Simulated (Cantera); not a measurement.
Input (Python, Cantera):

```python
import numpy as np
import cantera as ct

gas = ct.Solution("gri30.yaml")


def delay(T, t_max=10):
    gas.TPX = T, 1100000, {'CH4': 1, 'O2': 2.33, 'N2': 8.74, 'H2O': 1.6}
    reactor = ct.IdealGasConstPressureReactor(gas, clone=False)
    net = ct.ReactorNet([reactor])
    net.rtol, net.atol = 1e-8, 1e-16
    while net.time < t_max:
        t_old, T_old = net.time, reactor.T
        net.step()
        if reactor.T > T + 400:  # ignition: a rise of 400 K
            return t_old + (T + 400 - T_old) / (reactor.T - T_old) * (net.time - t_old)
    return np.nan


taus = []
for T in [1225, 1300, 1375, 1450, 1525]:
    taus.append(delay(T))
    print(f"T0 = {T:6g} K   tau = {taus[-1]:.4e} s")

# d ln(tau) / d ln(k), from doubling and halving each rate constant
T, sens = 1525, []
for i in range(gas.n_reactions):
    gas.set_multiplier(2.0, i)
    up = delay(T)
    gas.set_multiplier(0.5, i)
    down = delay(T)
    gas.set_multiplier(1.0, i)
    sens.append((np.log(up / down) / np.log(4.0), gas.reaction(i).equation))
sens.sort(key=lambda x: -abs(x[0]))
print(f"sensitivities at {T} K")
for s, eq in sens[:10]:
    print(f"{s:8.3f}  {eq}")
```

Result:

```
T0 =   1225 K   tau = 3.1343e-03 s
T0 =   1300 K   tau = 1.3844e-03 s
T0 =   1375 K   tau = 6.4814e-04 s
T0 =   1450 K   tau = 3.1489e-04 s
T0 =   1525 K   tau = 1.5692e-04 s
sensitivities at 1525 K
  -0.446  CH3 + O2 <=> CH3O + O
   0.431  2 CH3 (+M) <=> C2H6 (+M)
  -0.295  H + O2 <=> O + OH
  -0.250  CH3 + HO2 <=> CH3O + OH
   0.241  CH4 + H <=> CH3 + H2
  -0.206  CH3 + O2 <=> CH2O + OH
  -0.167  CH2O + O2 <=> HCO + HO2
   0.110  CH4 + OH <=> CH3 + H2O
  -0.085  2 CH3 <=> C2H5 + H
  -0.082  CH2O + CH3 <=> CH4 + HCO
```

Detailed kinetics in Cantera: GRI-Mech 3.0 (53 species, 325 reactions).
